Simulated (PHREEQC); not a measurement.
0.01 mol of Ag2CO3 (Ag2CO3) is brought to equilibrium with 1 kg of water holding 0.001 mol/kgw NaCl, at 20 °C, the pH being set by adding NaOH or HCl. O2 is buffered at 0.21 atm. The system is closed to CO2. Only these solids could form: Ag2CO3, Cerargyrite, Ag2O, Nahcolite, Natron.

Equilibrium calculation in PHREEQC: ion-association model, wateq4f.dat.

Problem. Predict dissolved Ag (mol/kgw) at pH = 7, 8.5, 9.25, 10.

Solution. 
```tsv
pH	dissolved Ag (mol/kgw)
7	0.00235
8.5	0.000599
9.25	0.000299
10	0.000178
```

Complexes and solids missing from the database can't appear.
